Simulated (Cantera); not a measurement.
A perfectly stirred reactor is fed with H₂ : O₂ = 0.21 : 1 (molar parts), equivalence ratio 0.10, at 20.0 Torr; it is held at 973 K, and followed from long to short residence time.

Model: the H2/O2 subset of GRI-Mech 3.0, which has no nitrogen chemistry, integrated in Cantera. Radical loss at walls, strong at low pressure, is not modelled. The temperature is held fixed by assumption; the heat of reaction is taken as removed at once.

x: mole fraction; the columns are a selection and need not sum to one.

```csv
τ (s),x H₂,x O₂,x H₂O₂,x O,x HO₂
0.78,0.00145,0.809,6.66e-7,0.000555,1.36e-5
0.26,[?],0.809,[?],[?],[?]
0.085,[?],0.808,[?],[?],[?]
0.028,0.00918,0.806,1.11e-6,0.00377,2.84e-5
0.0092,0.0166,0.802,1.19e-6,0.00673,3.10e-5
0.0030,0.0300,0.795,1.14e-6,0.0112,3.06e-5
0.0010,0.0542,0.788,9.80e-7,0.0151,2.67e-5
0.00033,0.102,0.796,7.01e-7,0.0126,2.03e-5
```

### Question
Complete the blanks.

### Answer

- 0.26, x H₂: 0.00272
- 0.26, x H₂O₂: 8.15e-7
- 0.26, x O: 0.00108
- 0.26, x HO₂: 1.86e-5
- 0.085, x H₂: 0.00504
- 0.085, x H₂O₂: 9.70e-7
- 0.085, x O: 0.00205
- 0.085, x HO₂: 2.40e-5
